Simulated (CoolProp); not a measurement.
Vapour-liquid equilibrium of CHF3 (R23) (1) + R227EA (2) at 266.8 K; x and y are mole fractions of (1).

The numbers come from the multi-fluid Helmholtz-energy mixture model, Penoncello 2003 and Lemmon 2016; pair parameters Bell 2016 in CoolProp.

```json
[
 {"x": "0.05", "bubble pressure, mixture model (MPa)": "0.2365", "bubble pressure, Raoult's law (MPa)": "0.2501", "y, mixture model": "0.363", "y, Raoult's law": "0.418"},
 {"x": "0.15", "bubble pressure, mixture model (MPa)": "0.4169", "bubble pressure, Raoult's law (MPa)": "0.4441", "y, mixture model": "0.656", "y, Raoult's law": "0.707"},
 {"x": "0.25", "bubble pressure, mixture model (MPa)": "0.6064", "bubble pressure, Raoult's law (MPa)": "0.6380", "y, mixture model": "0.777", "y, Raoult's law": "0.820"},
 {"x": "0.35", "bubble pressure, mixture model (MPa)": "(withheld)", "bubble pressure, Raoult's law (MPa)": "0.8320", "y, mixture model": "0.842", "y, Raoult's law": "0.880"},
 {"x": "0.45", "bubble pressure, mixture model (MPa)": "(withheld)", "bubble pressure, Raoult's law (MPa)": "1.026", "y, mixture model": "0.882", "y, Raoult's law": "0.918"},
 {"x": "0.55", "bubble pressure, mixture model (MPa)": "1.168", "bubble pressure, Raoult's law (MPa)": "1.220", "y, mixture model": "0.910", "y, Raoult's law": "0.944"},
 {"x": "0.65", "bubble pressure, mixture model (MPa)": "1.351", "bubble pressure, Raoult's law (MPa)": "1.414", "y, mixture model": "0.933", "y, Raoult's law": "0.962"},
 {"x": "0.75", "bubble pressure, mixture model (MPa)": "1.539", "bubble pressure, Raoult's law (MPa)": "1.608", "y, mixture model": "0.952", "y, Raoult's law": "0.976"},
 {"x": "0.85", "bubble pressure, mixture model (MPa)": "1.742", "bubble pressure, Raoult's law (MPa)": "1.802", "y, mixture model": "0.970", "y, Raoult's law": "0.987"},
 {"x": "0.95", "bubble pressure, mixture model (MPa)": "(withheld)", "bubble pressure, Raoult's law (MPa)": "1.996", "y, mixture model": "0.990", "y, Raoult's law": "0.996"}
]
```

Q: What belongs in the gaps?

A: 
- 0.35, bubble pressure, mixture model (MPa): 0.7969
- 0.45, bubble pressure, mixture model (MPa): 0.9841
- 0.95, bubble pressure, mixture model (MPa): 1.967

The largest gap from Raoult's law is -6.1 % in bubble pressure, at x = 0.15. No azeotrope shows between x = 0.05 and 0.95.

The pair parameters rest on a limited set of measurements; away from them the model extrapolates.
